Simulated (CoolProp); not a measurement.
Vapour-liquid equilibrium of C3F8 (R218) (1) + c-C4F8 (RC318) (2) at 34.75 °C; x and y are mole fractions of (1).

Computed with CoolProp (multi-fluid Helmholtz-energy mixture model, Lemmon 2006 and Platzer 1990; pair parameters Bell 2016). This equation is an older, rougher fit; its heat capacities, sound speeds and derivatives of the liquid may be far off and weren't checked against measurements.

Task: Give the bubble pressure and the first vapour's composition at x = 0.45, 0.75, 0.85. Is there an azeotrope?

Result: x = 0.45: 621.9 kPa, y = 0.636; x = 0.75: 872.1 kPa, y = 0.883; x = 0.85: 967.1 kPa, y = 0.936. No azeotrope shows between x = 0.05 and 0.95.

The pair parameters rest on a limited set of measurements; away from them the model extrapolates.
